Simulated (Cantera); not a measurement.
A perfectly stirred reactor is fed with 8.57 % CH4, 9.51 % O2, 81.9 % N2, at 4.93 atm; it is adiabatic with a 775 K inlet, and is followed from long to short residence time, starting on the burning branch (τ in s: 0.18, 0.047, 0.012, 0.0032, 0.00082, 0.00021, 5.6e-05, 1.4e-05, 3.8e-06).

Cantera simulation using GRI-Mech 3.0 (53 species, 325 reactions); the numbers are that mechanism's predictions, not measurements.

Question: Predict: blow-out, bracketed by the residence times tried; x(CH4) at τ = 0.180 s; x(O2) at τ = 0.180 s; x(CH2) at τ = 0.180 s; x(C2H2) at τ = 0.180 s; x(H2O) at τ = 0.180 s; x(CH4) at τ = 0.820 ms; x(O2) at τ = 0.820 ms.

Answer: 
```
Property                                                                       Value
------------------------------------------------  ----------------------------------
blow-out, bracketed by the residence times tried  burning at 12.0 ms, out at 3.20 ms
x(CH4) at τ = 0.180 s                                                         0.0122
x(O2) at τ = 0.180 s                                                         0.00106
x(CH2) at τ = 0.180 s                                                        3.51e-8
x(C2H2) at τ = 0.180 s                                                       0.00468
x(H2O) at τ = 0.180 s                                                         0.0961
x(CH4) at τ = 0.820 ms                                                        0.0857
x(O2) at τ = 0.820 ms                                                         0.0951
```
